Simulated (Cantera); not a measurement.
Charge: 1 mol SiCl4, 6.4 mol N2, a varied amount of H2, at 29.0 mbar.

These are equilibrium values from Cantera (NASA tables, ideal gas, pure condensed phases), not measurements of a reactor. Candidate condensed phases: NH4Cl, Si, Si3N4; 28 gas species. N2 is the only nitrogen source here; it is nearly inert below about 1500 K, so the nitride shown seldom forms there in practice. The tables' values for SiCl3 are old estimates. Equilibrium is a limit: real reactors are often held back by kinetics, nucleation or transport.

Stable condensed phases, one row left out:

```
T in K \ n(H2) in mol
         0.18 0.27  0.4  0.6 0.89  1.3    2  2.9  4.4  6.5  9.7   14   21
   1700     A    A    A    A    A    A    A    A    B    B    B    B    B
   1600     A    A    A    A    A    A    B    B    B    B    B    B    B
   1500     A    A    A    A    B    B    B    B    B    B    B    B    B
   1400     A    B    B    B    B    B    B    B    B    B    B    B    B
   1200     B    B    B    B    B    B    B    B    B    B    B    B    B
   1100     B    B    B    B    B    B    B    B    B    B    B    B    B
   1000     B    B    B    B    B    B    B    B    B    B    B    B    B
    900     B    B    B    B    B    B    B    B    B    B    B    B    B
    800     B    B    B    B    B    B    B    B    B    B    B    B    B
```

A: gas only; B: Si3N4.

Problem. Give the row for 1300 K.

Solution. 0.18: Si3N4; 0.27: Si3N4; 0.4: Si3N4; 0.6: Si3N4; 0.89: Si3N4; 1.3: Si3N4; 2: Si3N4; 2.9: Si3N4; 4.4: Si3N4; 6.5: Si3N4; 9.7: Si3N4; 14: Si3N4; 21: Si3N4.
